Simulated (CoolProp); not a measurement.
Propylene at 298.15 K and 19.4 MPa flows at 1.2 m/s in a round tube of 20 mm bore and 45 µm roughness, fully developed (64/Re and Nu = 3.66 if laminar; Colebrook and Gnielinski if turbulent). Each further row changes one setting.

The numbers come from the reference Helmholtz-energy equation of state, Lemmon 2013 in CoolProp.

```tsv
case	Reynolds number	Darcy friction factor	pressure drop (Pa/m)	heat-transfer coefficient (W/(m² K))	mass flow (kg/h)
as stated	108000	0.0256	506	3250	745
velocity 2.4 m/s	216000	0.0249	1970	6390	1490
diameter 40 mm	216000	0.0214	212	2810	2980
```

Viscosity comes from a separate model (Huber 2003), an estimate that may be off by 10 % or more. Thermal conductivity comes from a separate model (Huber 2003), an estimate that may be off by 10 % or more.
